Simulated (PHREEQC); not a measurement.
Dissolve 0.0056 mol/kgw H3PO4 and 0.032 mol/kgw NaOH at 25 °C. Closed to the air; pH follows from the charge balance.

The numbers come from PHREEQC with the ion-association model, wateq4f.dat.

Precipitation was switched off in this run.

Question: Order these P species by the share of P that they hold, largest first: PO4-3, NaHPO4-, HPO4-2.

Answer: PO4-3 (61 %), HPO4-2 (38 %), NaHPO4- (1.1 %)

The pH is 12.15 and the ionic strength 0.0443 mol/kgw. H3PO4, which wateq4f.dat lacks, is added to it with the constant of phreeqc.dat.
